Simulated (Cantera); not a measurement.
Cantera run, input and output.

```python
import numpy as np
import cantera as ct

gas = ct.Solution("gri30.yaml")
gas.TPX = 1125, 14000, {'H2': 1.8, 'O2': 1, 'N2': 18}
reactor = ct.IdealGasConstPressureReactor(gas, energy="off", clone=False)
net = ct.ReactorNet([reactor])
net.rtol, net.atol = 1e-08, 1e-18
show = ['H2', 'O2', 'H2O2', 'H2O', 'OH', 'NO2']
times = np.geomspace(1e-06, 9, 12)

steps = ct.SolutionArray(gas, extra=["t"])
rows = []
print(f"{'t/s':>10s}{'T/K':>9s}{'P/Pa':>11s}" + "".join(f"{s:>11s}" for s in show))
for t in times:
    while net.time < t:
        t_next = net.step()
        steps.append(gas.state, t=t_next)
    rows.append([np.interp(t, steps.t, y) for y in (steps.T, steps.P, *steps(*show).X.T)])
    print(f"{t:10.3e}{rows[-1][0]:9.1f}{rows[-1][1]:11.4g}" + "".join(f"{x:11.3e}" for x in rows[-1][2:]))
rate = np.gradient(steps.T, steps.t)
print("integrator steps:", len(steps.t))
if steps.T.max() > steps.T[0] + 200:
    print(f"time of steepest temperature rise: {steps.t[rate.argmax()]:.4e} s")
gas.TPX = 1125, 14000, {'H2': 1.8, 'O2': 1, 'N2': 18}
gas.equilibrate("TP")
print(f"equilibrium (TP): T = {gas.T:.1f} K  " + "  ".join(f"{s} {gas[s].X[0]:.3e}" for s in show))
```

Result:

```
       t/s      T/K       P/Pa         H2         O2       H2O2        H2O         OH        NO2
 1.000e-06   1125.0    1.4e+04  8.654e-02  4.808e-02  1.652e-16  3.049e-15  3.526e-14  1.146e-37
 4.287e-06   1125.0    1.4e+04  8.654e-02  4.808e-02  2.984e-15  1.964e-13  5.273e-13  6.090e-35
 1.838e-05   1125.0    1.4e+04  8.654e-02  4.808e-02  5.482e-14  9.918e-12  5.663e-12  5.740e-32
 7.882e-05   1125.0    1.4e+04  8.654e-02  4.808e-02  1.013e-12  3.871e-10  5.168e-11  6.516e-29
 3.379e-04   1125.0    1.4e+04  8.654e-02  4.808e-02  2.127e-11  3.965e-08  2.161e-09  1.920e-25
 1.449e-03   1125.0    1.4e+04  5.532e-02  3.558e-02  1.389e-07  2.197e-02  9.274e-04  6.435e-13
 6.212e-03   1125.0    1.4e+04  5.757e-03  9.255e-03  1.920e-07  7.910e-02  6.988e-04  9.255e-11
 2.663e-02   1125.0    1.4e+04  1.251e-03  5.661e-03  2.330e-07  8.866e-02  2.464e-04  3.146e-10
 1.142e-01   1125.0    1.4e+04  1.035e-04  5.055e-03  1.051e-07  9.030e-02  6.369e-05  4.070e-09
 4.896e-01   1125.0    1.4e+04  6.160e-06  5.021e-03  1.344e-08  9.044e-02  1.592e-05  1.965e-08
 2.099e+00   1125.0    1.4e+04  5.754e-07  5.021e-03  1.727e-09  9.045e-02  5.136e-06  1.849e-08
 9.000e+00   1125.0    1.4e+04  8.844e-08  5.021e-03  3.007e-10  9.045e-02  2.071e-06  9.506e-09
integrator steps: 2018
equilibrium (TP): T = 1125.0 K  H2 8.282e-09  O2 5.016e-03  H2O2 2.808e-11  H2O 9.045e-02  OH 6.190e-07  NO2 2.531e-08
```

Model: GRI-Mech 3.0 (53 species, 325 reactions), integrated in Cantera. The temperature is held fixed by assumption; the heat of reaction is taken as removed at once.
